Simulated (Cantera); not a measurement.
# Premixed flame

A freely propagating, adiabatic, planar premixed flame of CH₄ : C₂H₆ : C₃H₈ : O₂ : N₂ : CO₂ = 1 : 0.33 : 1 : 6.27 : 23.6 : 9.6 (molar parts), equivalence ratio 1.3, unburnt at 300 K and 22000 Pa; mixture-averaged transport, grid criteria slope 0.08 and curve 0.16, no radiation.

Detailed kinetics in Cantera: GRI-Mech 3.0 (53 species, 325 reactions). Burning velocities carry a grid error of a few per cent, more on coarse grids.

```json
[
 {"z (mm)": "-12.0", "T (K)": "300", "u (m/s)": "0.111", "x CH₄": "0.0239", "x C₂H₆": "0.00788", "x C₃H₈": "0.0239", "x C₂H": "<1e-8", "x CH₂O": "8.98e-8", "x CH₂": "<1e-8"},
 {"z (mm)": "-7.99", "T (K)": "304", "u (m/s)": "0.113", "x CH₄": "0.0237", "x C₂H₆": "0.00786", "x C₃H₈": "0.0238", "x C₂H": "<1e-8", "x CH₂O": "2.12e-6", "x CH₂": "<1e-8"},
 {"z (mm)": "-5.99", "T (K)": "324", "u (m/s)": "0.121", "x CH₄": "0.0232", "x C₂H₆": "0.00779", "x C₃H₈": "0.0237", "x C₂H": "<1e-8", "x CH₂O": "1.76e-5", "x CH₂": "<1e-8"},
 {"z (mm)": "-4.00", "T (K)": "440", "u (m/s)": "0.166", "x CH₄": "0.0209", "x C₂H₆": "0.00739", "x C₃H₈": "0.0228", "x C₂H": "<1e-8", "x CH₂O": "0.000168", "x CH₂": "<1e-8"},
 {"z (mm)": "-2.00", "T (K)": "830", "u (m/s)": "0.321", "x CH₄": "0.0142", "x C₂H₆": "0.00532", "x C₃H₈": "0.0150", "x C₂H": "<1e-8", "x CH₂O": "0.000778", "x CH₂": "<1e-8"},
 {"z (mm)": "-0.999", "T (K)": "1139", "u (m/s)": "0.449", "x CH₄": "0.00882", "x C₂H₆": "0.00292", "x C₃H₈": "0.00529", "x C₂H": "<1e-8", "x CH₂O": "0.000833", "x CH₂": "3.65e-7"},
 {"z (mm)": "0", "T (K)": "1422", "u (m/s)": "0.568", "x CH₄": "0.00260", "x C₂H₆": "0.000196", "x C₃H₈": "7.31e-5", "x C₂H": "8.84e-8", "x CH₂O": "0.000253", "x CH₂": "1.03e-5"},
 {"z (mm)": "0.999", "T (K)": "1520", "u (m/s)": "0.607", "x CH₄": "0.000160", "x C₂H₆": "2.39e-7", "x C₃H₈": "<1e-8", "x C₂H": "6.70e-8", "x CH₂O": "2.07e-5", "x CH₂": "2.54e-6"},
 {"z (mm)": "2.00", "T (K)": "1539", "u (m/s)": "0.614", "x CH₄": "4.68e-6", "x C₂H₆": "<1e-8", "x C₃H₈": "<1e-8", "x C₂H": "<1e-8", "x CH₂O": "6.77e-7", "x CH₂": "9.99e-8"},
 {"z (mm)": "4.00", "T (K)": "1555", "u (m/s)": "0.620", "x CH₄": "<1e-8", "x C₂H₆": "<1e-8", "x C₃H₈": "<1e-8", "x C₂H": "<1e-8", "x CH₂O": "<1e-8", "x CH₂": "<1e-8"},
 {"z (mm)": "7.99", "T (K)": "1574", "u (m/s)": "0.627", "x CH₄": "<1e-8", "x C₂H₆": "<1e-8", "x C₃H₈": "<1e-8", "x C₂H": "<1e-8", "x CH₂O": "<1e-8", "x CH₂": "<1e-8"},
 {"z (mm)": "16.0", "T (K)": "1592", "u (m/s)": "0.633", "x CH₄": "<1e-8", "x C₂H₆": "<1e-8", "x C₃H₈": "<1e-8", "x C₂H": "<1e-8", "x CH₂O": "<1e-8", "x CH₂": "<1e-8"},
 {"z (mm)": "32.0", "T (K)": "1605", "u (m/s)": "0.638", "x CH₄": "<1e-8", "x C₂H₆": "<1e-8", "x C₃H₈": "<1e-8", "x C₂H": "<1e-8", "x CH₂O": "<1e-8", "x CH₂": "<1e-8"}
]
```
x: mole fraction of selected species; z is measured from the peak of heat release.

```yaml
laminar_burning_velocity: 11.1 cm/s
thermal_thickness: 4.00 mm
peak x(C₂H): 1.41e-7
peak x(CH₂O): 0.000894
peak x(CH₂): 1.08e-5
grid_points: 150
```
